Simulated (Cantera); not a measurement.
Mixture: 23.4 % CO, 4.22 % H2, 15.2 % O2, 57.2 % N2, equivalence ratio 0.91, at 23.0 bar, adiabatic and at constant volume. Ignition delay is the time to a rise of 400 K.

Cantera simulation using GRI-Mech 3.0 (53 species, 325 reactions); the numbers are that mechanism's predictions, not measurements. The hydrogen kinetics of GRI-Mech 3.0 are dated; newer H2 mechanisms differ, most at raised pressure. The pressure lies above the range GRI-Mech 3.0 was tuned for (to about 10 atm). Where the delays flatten at high temperature, the 400 K rule measures the pace of heat release, not the induction time.

Q: Predict: delay at 1250 K; delay at 1325 K; delay at 1400 K; delay at 1475 K; delay at 1550 K; delay at 1625 K; delay at 1700 K; apparent activation energy between 1550 and 1700 K.

A: 
| Item | Result |
|---|---|
| delay at 1250 K | 23.2 µs |
| delay at 1325 K | 7.55 µs |
| delay at 1400 K | 3.35 µs |
| delay at 1475 K | 1.97 µs |
| delay at 1550 K | 1.37 µs |
| delay at 1625 K | 1.05 µs |
| delay at 1700 K | 0.866 µs |
| apparent activation energy between 1550 and 1700 K | 67 kJ/mol |
